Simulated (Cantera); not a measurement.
**Stirred combustor or abatement burner**

A perfectly stirred reactor is fed with 31.4 % CO, 5.66 % H₂, 13.2 % O₂, 49.7 % N₂, at 6900 Torr; it is adiabatic with a 300 K inlet, and is followed from long to short residence time, starting on the burning branch (τ in s: 0.11, 0.037, 0.012, 0.004, 0.0013, 0.00043, 0.00014, 4.7e-05, 1.5e-05).

Computed with Cantera and GRI-Mech 3.0 (53 species, 325 reactions). The hydrogen kinetics of GRI-Mech 3.0 are dated; newer H2 mechanisms differ, most at raised pressure.

| τ (s) | T (K) | x CO | x H₂ | x O₂ | x HO₂ | x H₂O₂ | x CO₂ | x OH |
|---|---|---|---|---|---|---|---|---|
| 0.11 | 2400 | 0.119 | 0.00493 | 0.000272 | 1.06e-7 | 1.76e-8 | 0.243 | 0.000910 |
| 0.037 | 2397 | 0.119 | 0.00494 | 0.000379 | 1.50e-7 | 2.26e-8 | 0.243 | 0.00104 |
| 0.012 | 2390 | 0.120 | 0.00497 | 0.000667 | 2.83e-7 | 3.53e-8 | 0.242 | 0.00134 |
| 0.0040 | 2375 | 0.121 | 0.00503 | 0.00133 | 6.47e-7 | 6.22e-8 | 0.240 | 0.00187 |
| 0.0013 | 2345 | 0.124 | 0.00519 | 0.00281 | 1.62e-6 | 1.14e-7 | 0.236 | 0.00269 |
| 0.00043 | 2292 | 0.129 | 0.00550 | 0.00558 | 3.94e-6 | 1.99e-7 | 0.230 | 0.00373 |
| 0.00014 | 2202 | 0.138 | 0.00602 | 0.0102 | 9.41e-6 | 3.45e-7 | 0.218 | 0.00484 |
| 4.7e-5 | 2072 | 0.150 | 0.00668 | 0.0167 | 2.13e-5 | 6.10e-7 | 0.203 | 0.00557 |
| 1.5e-5 | 1871 | 0.171 | 0.00723 | 0.0278 | 5.20e-5 | 1.33e-6 | 0.177 | 0.00528 |
x: mole fraction; the columns are a selection and need not sum to one.
